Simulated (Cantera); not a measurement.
Input: 1 mol V₂O₅, 650 mol H₂, 1 mol H₂O, held at 0.00210 bar.

These are equilibrium values from Cantera (NASA tables, ideal gas, pure condensed phases), not measurements of a reactor. Candidate condensed phases: H₂O, V, VO, V₂O₃, V₂O₄, V₂O₅; 12 gas species. VO: taken at fixed stoichiometry. Equilibrium is a limit: real reactors are often held back by kinetics, nucleation or transport. All values below are at 1950 K.

Base state: H₂ 0.969, H 0.0246, H₂O 0.00543, VO₂ 0.000640, VO 0.000418, V 2.38e-5, OH 1.25e-5 (mole fractions); condensed: VO(s).

**Question.** What changes in the equilibrium state with this change: H₂O from 1 to 4.7 mol?

**Answer.** 
```csv
species,before,after
H₂,0.969,0.963
H,0.0246,0.0246
H₂O,0.00543,0.0104
VO₂,0.000640,0.00123
V,2.38e-5,1.24e-5
OH,1.25e-5,2.40e-5
VO,0.000418,0.000418
"VO(s), mol",1.29,0.899
```
